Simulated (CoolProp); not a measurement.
R1123 along the isotherm 354.1 K: Z from the reference equation and from simpler models built on Tc = 331.7 K, pc = 4.549 MPa, ω = 0.243; each cubic takes its own stable root.

Model: reference Helmholtz-energy equation of state, Akasaka 2020, in CoolProp.

| p (MPa) | phase | reference |
|---|---|---|
| 0.711 | gas | 0.9551 |
| 1.42 | gas | 0.9079 |
| 2.13 | gas | 0.8576 |
| 2.84 | gas | 0.8036 |
| 3.55 | gas | 0.7448 |
| 4.26 | gas | 0.6796 |
| 4.98 | supercritical | 0.6041 |
| 5.69 | supercritical | 0.5163 |
| 6.4 | supercritical | 0.4210 |
| 7.11 | supercritical | 0.3603 |
| 7.82 | supercritical | 0.3423 |
| 8.53 | supercritical | 0.3439 |
| 9.24 | supercritical | 0.3530 |
| 9.95 | supercritical | 0.3655 |
| 10.7 | supercritical | 0.3806 |
| 11.4 | supercritical | 0.3956 |

Q: How far does each simpler model (Redlich-Kwong, Peng-Robinson) lie from the reference over these 16 states: mean and median of the absolute difference, and the worst?

A: 
- Redlich-Kwong: mean 5.4 %, median 2.6 %, worst +12.5 % at 354.1 K and 9.24 MPa
- Peng-Robinson: mean 4.5 %, median 3.1 %, worst +10.1 % at 354.1 K and 7.82 MPa
